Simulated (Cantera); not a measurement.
Input: 1 mol SiC, 0.043 mol N2O, 220 mol N2, held at 1173.15 K and 100000 Pa.

Cantera equilibrium calculation (NASA polynomials, part measured and part estimated; ideal gas, pure solids and liquids). Candidate condensed phases: C, Si, SiC, SiO2, Si2N2O, Si3N4; 34 gas species. Mutual solubility and eutectic melting of coexisting phases are not modelled. The numbers say what is thermodynamically allowed, not how fast it happens.

Base state: N2 1.00 (mole fractions); condensed: C(graphite) + Si2N2O(s) + Si3N4(s).

What changes in the equilibrium state with this change: temperature from 1173.15 K to 1598.15 K?


```json
[
 {"species": "N2", "before": "1.00", "after": "1.000"},
 {"species": "CO", "before": "5.81e-8", "after": "0.000196"},
 {"species": "C(graphite), mol", "before": "1.000", "after": "0.957"},
 {"species": "Si2N2O(s), mol", "before": "0.0430", "after": "0"},
 {"species": "Si3N4(s), mol", "before": "0.305", "after": "0.333"}
]
```

What changes in the equilibrium state with this change: temperature from 1173.15 K to 1998.15 K?


| species | before | after |
|---|---|---|
| N2 | 1.00 | 1.000 |
| CO | 5.81e-8 | 0.000154 |
| SiO | <1e-9 | 4.19e-5 |
| Si | <1e-9 | 1.26e-5 |
| C(graphite), mol | 1.000 | 0 |
| Si2N2O(s), mol | 0.0430 | 0 |
| Si3N4(s), mol | 0.305 | 0.00683 |
| SiC(s), mol | 0 | 0.966 |
